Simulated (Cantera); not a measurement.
Cantera run:

```python
import numpy as np
import cantera as ct

gas_names = """
    CO2
""".split()
cond_names = """
    TiC(s) TiC(L) C(gr) Ti3O5(a) Ti3O5(b) Ti3O5(L)
""".split()


# ... load() reads the species with a 1 bar reference pressure and builds the phases ...
species = {s.name: s for s in load("nasa_gas.yaml", gas_names) + load("nasa_condensed.yaml", cond_names)}
# Each term lists the table entries of one substance; the one whose range holds T is used.
reactions = {
    '5 CO2(g) + 6 TiC = 11 C + 2 Ti3O5':
        [(-5, ['CO2']), (-6, ['TiC(s)', 'TiC(L)']), (11, ['C(gr)']), (2, ['Ti3O5(a)', 'Ti3O5(b)', 'Ti3O5(L)'])],
}


def pick(names, T):
    return next(species[n] for n in names if species[n].thermo.min_temp <= T <= species[n].thermo.max_temp)


results = []
for label, terms in reactions.items():
    print(label)
    print("     T/K   dH/kJ  dS/(J/K)   dG/kJ   log10 K")
    for T in [1350, 1400, 1450, 1500, 1550, 1600, 1650, 1700, 1750]:
        used = [(nu, pick(names, T)) for nu, names in terms]
        dH = sum(nu * s.thermo.h(T) for nu, s in used) / 1e6
        dS = sum(nu * s.thermo.s(T) for nu, s in used) / 1e3
        dG = dH - T * dS / 1e3
        logK = -dG * 1e6 / (ct.gas_constant * T * np.log(10))
        results.append((label, T, dH, dS, dG, logK, [s.name for _, s in used]))
        print(f"{T:8g} {dH:8.1f} {dS:8.1f} {dG:8.1f} {logK:8.2f}")
```

Output:

```
5 CO2(g) + 6 TiC = 11 C + 2 Ti3O5
     T/K   dH/kJ  dS/(J/K)   dG/kJ   log10 K
    1350  -1753.0   -751.5   -738.5    28.57
    1400  -1747.8   -747.7   -701.0    26.15
    1450  -1742.4   -744.0   -663.7    23.91
    1500  -1736.9   -740.2   -626.6    21.82
    1550  -1731.3   -736.5   -589.7    19.87
    1600  -1725.5   -732.8   -552.9    18.05
    1650  -1719.5   -729.2   -516.4    16.35
    1700  -1713.4   -725.5   -480.0    14.75
    1750  -1707.2   -721.9   -443.8    13.25
```

Cantera with NASA thermochemical tables; ideal gases at 1 bar, condensed phases pure. TiC: taken at fixed stoichiometry. Condensed species are held in their standard states even where they would react or evaporate.
